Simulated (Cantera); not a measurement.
What does this Cantera script print?

```python
import numpy as np
import cantera as ct

gas_names = """
    O2 S2
""".split()
cond_names = """
    Na(L) Na2O(c) Na2S(1) Na2SO4(I)
""".split()


# ... load() reads the species with a 1 bar reference pressure and builds the phases ...
species = {s.name: s for s in load("nasa_gas.yaml", gas_names) + load("nasa_condensed.yaml", cond_names)}
T = 1050
g = {n: (s.thermo.h(T) - T * s.thermo.s(T)) / (ct.gas_constant * T * np.log(10)) for n, s in species.items()}
valid = cond_names  # the entries whose range holds T


def stable(la, lb):
    # potentials (over RT ln 10) of the two non-metals from log10 p(O2) and log10 p(S2) in bar
    mu = {}
    mu["O"] = (g["O2"] + la) / 2
    mu["S"] = (g["S2"] + lb) / 2
    cost = {}
    for n in valid:
        c = species[n].composition
        cost[n] = (g[n] - sum(c.get(e, 0) * m for e, m in mu.items())) / c["Na"]
    return min(cost, key=cost.get)


results = []
for lb in [0, -1.2, -2.4, -3.5, -4.7, -5.9, -7.1, -8.3, -9.5, -10.6, -11.8, -13]:
    row = [stable(la, lb) for la in [-20, -18.7, -17.3, -16, -14.7, -13.3, -12, -10.7, -9.3, -8, -6.7, -5.3, -4, -2.7, -1.3, 0]]
    results.append(row)
    print(f"{lb:6.1f}  " + " ".join(f"{valid.index(n):x}" for n in row))
print("key: " + ", ".join(f"{i:x} {n}" for i, n in enumerate(valid)))
```

Output:

```
   0.0  2 2 2 3 3 3 3 3 3 3 3 3 3 3 3 3
  -1.2  2 2 2 3 3 3 3 3 3 3 3 3 3 3 3 3
  -2.4  2 2 2 3 3 3 3 3 3 3 3 3 3 3 3 3
  -3.5  2 2 2 3 3 3 3 3 3 3 3 3 3 3 3 3
  -4.7  2 2 2 3 3 3 3 3 3 3 3 3 3 3 3 3
  -5.9  2 2 2 3 3 3 3 3 3 3 3 3 3 3 3 3
  -7.1  2 2 2 3 3 3 3 3 3 3 3 3 3 3 3 3
  -8.3  2 2 2 3 3 3 3 3 3 3 3 3 3 3 3 3
  -9.5  2 2 2 3 3 3 3 3 3 3 3 3 3 3 3 3
 -10.6  2 2 2 3 3 3 3 3 3 3 3 3 3 3 3 3
 -11.8  2 2 2 3 3 3 3 3 3 3 3 3 3 3 3 3
 -13.0  2 2 2 3 3 3 3 3 3 3 3 3 3 3 3 3
key: 0 Na(L), 1 Na2O(c), 2 Na2S(1), 3 Na2SO4(I)
```

Standard-state values (1 bar) from the NASA 1993 polynomials, evaluated with Cantera. Not in the tables: pyrosulfates. Part of the grid cannot be reached: there another gas would pass 10 bar, or a non-metal would condense.
